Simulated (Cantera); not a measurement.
# Silicon oxide and oxynitride deposition: SiCl₄ + O₂ + N₂

Feed: 1 mol SiCl₄, 0.37 mol O₂, a varied amount of N₂, equilibrated at 1800 °C and 380 Pa.

Method: chemical equilibrium by Gibbs-energy minimisation in Cantera with the NASA 1993 tables (ideal gas, pure condensed phases). Candidate condensed phases: Si, SiO₂, Si₂N₂O, Si₃N₄; 23 gas species. The tables' values for SiCl₃, SiCl are old estimates; treat these amounts as uncertain. Equilibrium is a limit: real reactors are often held back by kinetics, nucleation or transport.

```json
[
 {"n(N₂) (mol)": "7.8", "x N₂": "0.637", "x Cl": "0.281", "x SiO": "0.0604", "x SiCl₂": "0.0191", "x SiCl₃": "0.00188", "x Cl₂": "0.000322", "x SiCl₄": "0.000192", "x SiCl": "3.33e-5"},
 {"n(N₂) (mol)": "20", "x N₂": "0.817", "x Cl": "0.142", "x SiO": "0.0302", "x SiCl₂": "0.0101", "x SiCl₃": "0.000499", "x Cl₂": "8.15e-5", "x SiCl₄": "2.56e-5", "x SiCl": "3.48e-5"},
 {"n(N₂) (mol)": "32", "x N₂": "0.877", "x Cl": "0.0952", "x SiO": "0.0203", "x SiCl₂": "0.00685", "x SiCl₃": "0.000228", "x Cl₂": "3.68e-5", "x SiCl₄": "7.87e-6", "x SiCl": "3.53e-5"},
 {"n(N₂) (mol)": "44", "x N₂": "0.908", "x Cl": "0.0717", "x SiO": "0.0153", "x SiCl₂": "0.00518", "x SiCl₃": "0.000130", "x Cl₂": "2.09e-5", "x SiCl₄": "3.38e-6", "x SiCl": "3.54e-5"},
 {"n(N₂) (mol)": "56", "x N₂": "0.926", "x Cl": "0.0575", "x SiO": "0.0122", "x SiCl₂": "0.00416", "x SiCl₃": "8.39e-5", "x Cl₂": "1.34e-5", "x SiCl₄": "1.75e-6", "x SiCl": "3.55e-5"},
 {"n(N₂) (mol)": "68", "x N₂": "0.938", "x Cl": "0.0480", "x SiO": "0.0102", "x SiCl₂": "0.00347", "x SiCl₃": "5.85e-5", "x Cl₂": "9.38e-6", "x SiCl₄": "1.02e-6", "x SiCl": "3.55e-5"},
 {"n(N₂) (mol)": "80", "x N₂": "0.947", "x Cl": "0.0412", "x SiO": "0.00876", "x SiCl₂": "0.00298", "x SiCl₃": "4.30e-5", "x Cl₂": "6.91e-6", "x SiCl₄": "6.42e-7", "x SiCl": "3.54e-5"},
 {"n(N₂) (mol)": "92", "x N₂": "0.954", "x Cl": "0.0361", "x SiO": "0.00767", "x SiCl₂": "0.00260", "x SiCl₃": "3.29e-5", "x Cl₂": "5.30e-6", "x SiCl₄": "4.31e-7", "x SiCl": "3.53e-5"},
 {"n(N₂) (mol)": "100", "x N₂": "0.957", "x Cl": "0.0334", "x SiO": "0.00708", "x SiCl₂": "0.00240", "x SiCl₃": "2.81e-5", "x Cl₂": "4.53e-6", "x SiCl₄": "3.39e-7", "x SiCl": "3.52e-5"},
 {"n(N₂) (mol)": "120", "x N₂": "0.964", "x Cl": "0.0280", "x SiO": "0.00594", "x SiCl₂": "0.00200", "x SiCl₃": "1.97e-5", "x Cl₂": "3.19e-6", "x SiCl₄": "2.00e-7", "x SiCl": "3.50e-5"},
 {"n(N₂) (mol)": "130", "x N₂": "0.967", "x Cl": "0.0260", "x SiO": "0.00550", "x SiCl₂": "0.00185", "x SiCl₃": "1.68e-5", "x Cl₂": "2.74e-6", "x SiCl₄": "1.58e-7", "x SiCl": "3.49e-5"},
 {"n(N₂) (mol)": "140", "x N₂": "0.969", "x Cl": "0.0242", "x SiO": "0.00512", "x SiCl₂": "0.00171", "x SiCl₃": "1.45e-5", "x Cl₂": "2.38e-6", "x SiCl₄": "1.27e-7", "x SiCl": "3.48e-5"}
]
```
x: gas mole fraction; nothing condenses.

From 7.8 mol N₂ to 140 mol N₂ nothing is condensed. The main Si-bearing gas is SiO throughout.
